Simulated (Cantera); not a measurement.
What does this Cantera script print?

```python
import numpy as np
import cantera as ct

gas_names = """
    F F2 H HF H2 H2F2 H3F3 H4F4 H5F5 H6F6 H7F7 Si SiF SiF2 SiF3 SiF4 SiH SiHF3 SiH2 SiH2F2 SiH3 SiH3F
    SiH4 Si2 Si3
""".split()
cond_names = """
    Si(cr) Si(L)
""".split()


# ... load() reads the species with a 1 bar reference pressure and builds the phases ...
atoms = {
    'Si': {'Si': 1},
    'F2': {'F': 2},
    'H2': {'H': 2},
}
top_T = {}  # K; cautious upper limits of use, not melting points


# ... equilibrate(T, P, feed) seeds the gas with the atoms and calls Mixture.equilibrate('TP', solver="vcs", rtol=1e-11, max_steps=5000) ...
results = []
feed = {'Si': 1, 'F2': 0.75, 'H2': 2.8}  # mol
T = 525  # K
P = 340  # Pa
mix = equilibrate(T, P, feed)
results.append((T, P, feed, dict(zip(mix.species_names, mix.species_moles))))
x = sorted(zip(gas.X, gas.species_names), reverse=True)
print(f"T = {T:g} K  P = {P:g} Pa  gas = {mix.phase_moles(0):.4g} mol")
print("   x: " + "  ".join(f"{s} {v:.3e}" for v, s in x if v > 1e-05))
print("   condensed (mol): " + ("  ".join(f"{mix.phase(i).name} {mix.phase_moles(i):.4g}"
      for i in range(1, mix.n_phases) if mix.phase_moles(i) > 1e-12) or "none"))
```

It prints:

```
T = 525 K  P = 340 Pa  gas = 3.173 mol
   x: H2 8.813e-01  SiF4 1.167e-01  SiHF3 1.999e-03  SiH2F2 2.778e-05
   condensed (mol): Si(cr) 0.6234
```

Method: chemical equilibrium by Gibbs-energy minimisation in Cantera with the NASA 1993 tables (ideal gas, pure condensed phases).
